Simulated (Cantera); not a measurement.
What does this Cantera script print?

```python
import numpy as np
import cantera as ct

gas = ct.Solution("gri30.yaml")
gas.TPX = 700, 36000, {'CH4': 1, 'CO': 0.039, 'O2': 1.44, 'N2': 14.4}
inlet = ct.Reservoir(gas, clone=True)
gas.equilibrate("HP")  # start burning
reactor = ct.IdealGasConstPressureReactor(gas, energy="on", clone=False)
exhaust = ct.Reservoir(gas, clone=True)
tau = [0.039, 0.018, 0.0081, 0.0037, 0.0017, 0.00077, 0.00035, 0.00016, 7.3e-05, 3.4e-05, 1.5e-05, 7e-06, 3.2e-06][0]
for a, b in ((inlet, reactor), (reactor, exhaust)):
    ct.MassFlowController(a, b, mdot=lambda t: reactor.mass / tau)
net = ct.ReactorNet([reactor])
show = ['CH4', 'CO', 'O2', 'H', 'C2H', 'OH']

rows = []
print(f"{'tau/s':>10s}{'T/K':>9s}" + "".join(f"{s:>11s}" for s in show))
for tau in [0.039, 0.018, 0.0081, 0.0037, 0.0017, 0.00077, 0.00035, 0.00016, 7.3e-05, 3.4e-05, 1.5e-05, 7e-06, 3.2e-06]:
    net.initial_time = 0.0
    net.advance(30 * tau)
    before = gas.X
    net.advance(40 * tau)
    drift = np.max(np.abs(gas.X - before) / (gas.X + 1e-9))
    rows.append([gas.T, *gas[show].X, drift])
    print(f"{tau:10.3e}{gas.T:9.1f}" + "".join(f"{x:11.3e}" for x in gas[show].X))
```

It prints:

```
     tau/s      T/K        CH4         CO         O2          H        C2H         OH
 3.900e-02   1495.6  2.880e-03  3.245e-02  4.384e-03  1.968e-04  1.437e-08  2.455e-05
 1.800e-02    700.0  5.925e-02  2.311e-03  8.531e-02  1.804e-18 -3.396e-37  2.676e-17
 8.100e-03    700.0  5.925e-02  2.311e-03  8.531e-02  1.746e-18  1.053e-41  2.606e-17
 3.700e-03    700.0  5.925e-02  2.311e-03  8.531e-02  1.699e-18 -1.319e-46  2.552e-17
 1.700e-03    700.0  5.925e-02  2.311e-03  8.531e-02  1.633e-18  4.465e-51  2.481e-17
 7.700e-04    700.0  5.925e-02  2.311e-03  8.531e-02  1.512e-18  1.605e-54  2.351e-17
 3.500e-04    700.0  5.925e-02  2.311e-03  8.531e-02  1.295e-18  5.515e-55  2.113e-17
 1.600e-04    700.0  5.925e-02  2.311e-03  8.531e-02  9.563e-19  4.807e-56  1.722e-17
 7.300e-05    700.0  5.925e-02  2.311e-03  8.531e-02  5.541e-19  1.041e-56  1.203e-17
 3.400e-05    700.0  5.925e-02  2.311e-03  8.531e-02  2.373e-19  2.348e-57  6.994e-18
 1.500e-05    700.0  5.925e-02  2.311e-03  8.531e-02  6.474e-20  5.544e-58  3.098e-18
 7.000e-06    700.0  5.925e-02  2.311e-03  8.531e-02  1.408e-20  1.169e-58  1.179e-18
 3.200e-06    700.0  5.925e-02  2.311e-03  8.531e-02  2.153e-21  1.615e-59  3.552e-19
```

Cantera simulation using GRI-Mech 3.0 (53 species, 325 reactions); the numbers are that mechanism's predictions, not measurements.
